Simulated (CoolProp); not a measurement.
Values from CoolProp's reference Helmholtz-energy equation of state, Guder 2009.

Task: Give the vapour pressure (kPa), liquid density (kg/m³), vapour Z, liquid conductivity (mW/(m K)) of saturated sulfur hexafluoride at 284.1 K.

Result: 
```csv
T (K),p (kPa),liquid density (kg/m³),vapour Z,liquid conductivity (mW/(m K))
284.1,1670,1470,0.712,58.0
```

Thermal conductivity comes from a separate model (Assael 2012).
